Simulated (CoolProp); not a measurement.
A single-stage vapour-compression cycle with R134a: evaporating at 226.15 K (dew point), condensing at 289.15 K (bubble point), superheat 10 K, subcooling 8 K, compressor efficiency 0.65, no pressure losses. Each further row changes one setting.

The numbers come from the reference Helmholtz-energy equation of state, Tillner-Roth 1994 in CoolProp.

| case | cooling COP | pressure ratio | discharge temperature (K) | refrigerating effect (kJ/kg) | volumetric capacity (kJ/m³) |
|---|---|---|---|---|---|
| as stated | 1.89 | 14.4 | 349.0 | 166 | 307 |
| evaporating temperature 231.15 K | 2.14 | 10.9 | 343.1 | 169 | 405 |
| condensing temperature 284.15 K | 2.10 | 12.3 | 341.9 | 173 | 320 |
| subcooling 13 K | 1.96 | 14.4 | 349.0 | 173 | 320 |
| superheat 20 K | 1.89 | 14.4 | 360.6 | 173 | 307 |
| compressor efficiency 0.55 | 1.60 | 14.4 | 365.4 | 166 | 307 |
